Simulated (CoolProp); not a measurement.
Dodecamethylpentasiloxane (MD3M) along the isobar 5.13 MPa: Z from the reference equation and from simpler models built on Tc = 628.0 K, pc = 0.9540 MPa, ω = 0.730; each cubic takes its own stable root.

Model: reference Helmholtz-energy equation of state, Thol 2019, in CoolProp.

```tsv
T (K)	phase	reference
529.2	liquid	0.6822
535.3	liquid	0.6809
541.3	liquid	0.6799
547.4	liquid	0.6790
553.4	liquid	0.6783
559.5	liquid	0.6778
565.5	liquid	0.6776
571.6	liquid	0.6775
577.6	liquid	0.6777
583.7	liquid	0.6780
589.7	liquid	0.6786
595.8	liquid	0.6795
601.8	liquid	0.6805
607.9	liquid	0.6818
613.9	liquid	0.6833
620	liquid	0.6851
```

Q: How far does each simpler model (van der Waals, Redlich-Kwong, Soave-Redlich-Kwong, Peng-Robinson) lie from the reference over these 16 states: mean and median of the absolute difference, and the worst?

A: 
- van der Waals: mean 48.4 %, median 48.6 %, worst +54.9 % at 529.2 K and 5.13 MPa
- Redlich-Kwong: mean 12.2 %, median 12.3 %, worst +14.5 % at 529.2 K and 5.13 MPa
- Soave-Redlich-Kwong: mean 8.7 %, median 8.7 %, worst +8.9 % at 620 K and 5.13 MPa
- Peng-Robinson: mean 2.8 %, median 2.9 %, worst -3.0 % at 553.4 K and 5.13 MPa
